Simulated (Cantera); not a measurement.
A closed system holds: 1 mol Si, 0.0056 mol O₂, 890 mol H₂, at 1452 °C.

Equilibrium computed with Cantera from the NASA thermochemical tables; the gas is ideal and each condensed phase is pure. Candidate condensed phases: H₂O, Si, SiO₂; 18 gas species. Gases not in the tables: Si₂H₆ and higher silanes. Equilibrium is a limit: real reactors are often held back by kinetics, nucleation or transport.

x: gas mole fraction; n: condensed amount in mol.

| P (Pa) | x H₂ | x H | x Si | x SiH | x SiH₂ | x SiO | x SiH₄ | n Si(l) |
|---|---|---|---|---|---|---|---|---|
| 0.100 | 0.830 | 0.169 | 0.00101 | 1.32e-6 | 1.43e-8 | 1.15e-5 | <1e-12 | 0 |
| 0.750 | 0.933 | 0.0655 | 0.00107 | 4.04e-6 | 1.27e-7 | 1.22e-5 | <1e-12 | 0 |
| 5.60 | 0.974 | 0.0245 | 0.00108 | 1.14e-5 | 1.00e-6 | 1.24e-5 | 3.87e-12 | 0 |
| 42 | 0.990 | 0.00902 | 0.00106 | 3.09e-5 | 7.49e-6 | 1.25e-5 | 2.20e-10 | 0 |
| 320 | 0.996 | ___ | ___ | ___ | 1.72e-5 | 1.26e-5 | ___ | ___ |
| 2400 | 0.999 | 0.00120 | 4.23e-5 | 9.36e-6 | 1.72e-5 | 1.26e-5 | 2.92e-8 | 0.927 |
| 18000 | 1.000 | ___ | ___ | ___ | 1.72e-5 | 1.26e-5 | ___ | 0.965 |
| 130000 | 1.000 | 0.000163 | 7.81e-7 | 1.27e-6 | 1.72e-5 | 1.26e-5 | 1.58e-6 | 0.970 |
| 1000000 | 1.000 | 5.87e-5 | 1.02e-7 | 4.59e-7 | 1.72e-5 | 1.24e-5 | 1.22e-5 | 0.962 |

### Question
Some entries are withheld; supply them.

### Answer

- 320, x H: 0.00328
- 320, x Si: 0.000317
- 320, x SiH: 2.56e-5
- 320, x SiH₄: 3.87e-9
- 320, n Si(l): 0.664
- 18000, x H: 0.000438
- 18000, x Si: 5.64e-6
- 18000, x SiH: 3.42e-6
- 18000, x SiH₄: 2.19e-7
